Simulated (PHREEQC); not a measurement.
1 kg of water holding 0.17 mol NaHCO3, 0.049 mol KCl and 0.14 mol Na2SO4 is evaporated at 30 °C; the solids stay in contact with the brine. CO2 is held at log p = -3.4 (atm). Solids allowed: Arcanite, Burkeite, Glaserite, Halite, Kalicinite, Mirabilite, Misenite, Nahcolite, Natron, Sylvite, Thenardite, Trona. Others were left out.

The series has 22 steps of water left (kg), from 1.001 to 0.01563.

Computed with PHREEQC (Pitzer model, pitzer.dat).

**Question.** Which solids form, in which order, and at which step of the series does each first stand?

**Answer.** Glaserite from water left = 0.05385 kg (pH 9.95); Thenardite from water left = 0.05385 kg (pH 9.95); Trona from water left = 0.05385 kg (pH 9.95).
